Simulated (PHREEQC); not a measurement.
Consider water at 55 °C with 0.017 mol KF per kg of water. Closed to the air; pH follows from the charge balance.

Computed with PHREEQC (ion-association model, phreeqc.dat).

| Quantity | Value |
|---|---|
| pH | 7.35 |
| ionic strength | 0.0170 mol/kgw |
| specific conductance | 3510 µS/cm |

| species | molality | activity | log γ |
|---|---|---|---|
| F- | 0.0170 | 0.0148 | -0.061 |
| K+ | 0.0170 | 0.0148 | -0.061 |
| OH- | 1.90e-6 | 1.65e-6 | -0.061 |
| HF | 1.73e-6 | 1.73e-6 | 0.002 |
| HF2- | 1.28e-7 | 1.12e-7 | -0.060 |
| H+ | 4.97e-8 | 4.42e-8 | -0.051 |

No solid was allowed to form. Away from 25 °C the constants follow the database's enthalpies or fits; those with neither stay at their 25 °C values.
